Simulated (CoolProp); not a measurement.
The fluid at 471.74 K and 3.18 MPa flows at 0.31 m/s in a round tube of 6 mm bore and 1.5 µm roughness, fully developed (64/Re and Nu = 3.66 if laminar; Colebrook and Gnielinski if turbulent). The same conditions are run with several fluids, on thermodynamics alone (safety and materials aside).

Computed with CoolProp (reference Helmholtz-energy equation of state of each fluid (propylene: Lemmon 2013; methane: Setzmann 1991; R11: Jacobsen 1992; R407C: Lemmon 2003; n-pentane: Thol 2019)). Blends and air are pseudo-pure fits.

Question: Rank propylene, methane, R11, R407C, n-pentane by Reynolds number, highest first.

Answer: n-pentane (20600), R11 (16600), R407C (6940), propylene (4800), methane (1460)

```tsv
fluid	Darcy friction factor	pressure drop (Pa/m)	heat-transfer coefficient (W/(m² K))	mass flow (kg/h)
propylene	0.0381	11.6	119	1.20
methane	0.0438	4.57	39.2	0.411
R11	0.0276	35.9	163	5.13
R407C	0.0344	21.2	114	2.43
n-pentane	0.0262	24.2	571	3.63
```

Transport values come from each fluid's own correlations; those of propylene, R11, n-pentane are estimates that may be off by 10 % or more.
